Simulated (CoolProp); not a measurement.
Propylene along the isotherm 575 K: fugacity coefficient from the reference equation and from simpler models built on Tc = 364.2 K, pc = 4.555 MPa, ω = 0.146; each cubic takes its own stable root.

Values from CoolProp's reference Helmholtz-energy equation of state, Lemmon 2013.

```json
[
 {"p (MPa)": "0.813", "phase": "gas", "reference": "0.9874", "Redlich-Kwong": "0.9856", "Soave-Redlich-Kwong": "0.9894"},
 {"p (MPa)": "1.63", "phase": "gas", "reference": "0.9751", "Redlich-Kwong": "0.9715", "Soave-Redlich-Kwong": "0.9791"},
 {"p (MPa)": "2.44", "phase": "gas", "reference": "0.9633", "Redlich-Kwong": "0.9578", "Soave-Redlich-Kwong": "0.9691"},
 {"p (MPa)": "3.25", "phase": "gas", "reference": "0.9518", "Redlich-Kwong": "0.9445", "Soave-Redlich-Kwong": "0.9595"},
 {"p (MPa)": "4.07", "phase": "gas", "reference": "0.9404", "Redlich-Kwong": "0.9314", "Soave-Redlich-Kwong": "0.9501"},
 {"p (MPa)": "4.88", "phase": "supercritical", "reference": "0.9296", "Redlich-Kwong": "0.9188", "Soave-Redlich-Kwong": "0.9411"},
 {"p (MPa)": "5.69", "phase": "supercritical", "reference": "0.9190", "Redlich-Kwong": "0.9066", "Soave-Redlich-Kwong": "0.9325"},
 {"p (MPa)": "6.51", "phase": "supercritical", "reference": "0.9087", "Redlich-Kwong": "0.8947", "Soave-Redlich-Kwong": "0.9240"},
 {"p (MPa)": "7.32", "phase": "supercritical", "reference": "0.8988", "Redlich-Kwong": "0.8833", "Soave-Redlich-Kwong": "0.9160"},
 {"p (MPa)": "8.13", "phase": "supercritical", "reference": "0.8892", "Redlich-Kwong": "0.8723", "Soave-Redlich-Kwong": "0.9084"},
 {"p (MPa)": "8.95", "phase": "supercritical", "reference": "0.8799", "Redlich-Kwong": "0.8615", "Soave-Redlich-Kwong": "0.9010"},
 {"p (MPa)": "9.76", "phase": "supercritical", "reference": "0.8710", "Redlich-Kwong": "0.8514", "Soave-Redlich-Kwong": "0.8940"},
 {"p (MPa)": "10.6", "phase": "supercritical", "reference": "0.8621", "Redlich-Kwong": "0.8413", "Soave-Redlich-Kwong": "0.8872"},
 {"p (MPa)": "11.4", "phase": "supercritical", "reference": "0.8540", "Redlich-Kwong": "0.8321", "Soave-Redlich-Kwong": "0.8810"}
]
```
